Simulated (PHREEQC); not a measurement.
0.087 g of hydrous ferric oxide (600 m²/g; 0.2 weak and 0.005 strong sites per Fe, Dzombak-Morel constants, diffuse double layer) in 1 kg of water with 0.05 mol/kgw of an inert sodium salt and 0.0027 mmol/kgw Na2SO4 and 0.57 mmol/kgw ZnCl2, at 25 °C; the pH is set by adding NaOH or the inert anion's acid. Oxygen alone is held at its pressure in air (log pO2 = -0.68). The system is closed to CO2. Precipitation was switched off in this run.

The series has 13 steps of pH, from 3 to 9.

All values are PHREEQC results (ion-association model, wateq4f.dat), not measurements.

Task: Near which pH is half of the S sorbed, and on which side is more sorbed?

Result: Near pH 6.0, with more sorbed at lower pH.

Along this series the solution becomes supersaturated in solids that the run did not let form, among them Zn(OH)2-a, Zn4(OH)6SO4, Zn5(OH)8Cl2. The oxide is taken as insoluble; below pH 4 it would dissolve.
